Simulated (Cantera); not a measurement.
A closed system holds: 1 mol Si, 22 mol HBr, 0.87 mol H2, equilibrated at 1275 K and 1.00 bar.

Method: chemical equilibrium by Gibbs-energy minimisation in Cantera with the NASA 1993 tables (ideal gas, pure condensed phases). Candidate condensed phases: Br2, Si; 19 gas species. The tables' values for SiBr3 are old estimates; treat these amounts as uncertain. The numbers say what is thermodynamically allowed, not how fast it happens.

Base state: HBr 0.823, H2 0.131, SiBr4 0.0453, Br 0.000458, SiBr3 0.000180, SiHBr3 0.000177, Br2 3.87e-5, SiBr2 3.33e-5 (mole fractions); condensed: gas only.

### Question
What changes in the equilibrium state with this change: pressure from 1.00 bar to 0.00130 bar?

### Answer
```json
[
 {"species": "HBr", "before": "0.823", "after": "0.823"},
 {"species": "H2", "before": "0.131", "after": "0.119"},
 {"species": "SiBr4", "before": "0.0453", "after": "0.0276"},
 {"species": "SiBr2", "before": "3.33e-5", "after": "0.0142"},
 {"species": "Br", "before": "0.000458", "after": "0.0133"},
 {"species": "SiBr3", "before": "0.000180", "after": "0.00289"},
 {"species": "SiHBr3", "before": "0.000177", "after": "9.81e-5"},
 {"species": "Br2", "before": "3.87e-5", "after": "4.25e-5"}
]
```
